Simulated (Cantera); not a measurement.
Input: 1 mol Fe(CO)5, 0.068 mol H2, at 1325 °C and 35.0 Pa.

These are equilibrium values from Cantera (NASA tables, ideal gas, pure condensed phases), not measurements of a reactor. Candidate condensed phases: C, C6H6, C7H8, C8H18, Fe, Fe(CO)5, FeO, Fe(OH)2, Fe(OH)3, Fe2O3, Fe3O4, H2O; 114 gas species. Equilibrium is a limit: real reactors are often held back by kinetics, nucleation or transport.

Base state: CO 0.983, H2 0.0132, Fe 0.00303, H 0.000328 (mole fractions); condensed: Fe(γ).

What changes in the equilibrium state with this change: pressure from 35.0 Pa to 48.0 Pa?


```csv
species,before,after
CO,0.983,0.984
H2,0.0132,0.0132
Fe,0.00303,0.00221
H,0.000328,0.000280
"Fe(γ), mol",0.985,0.989
```
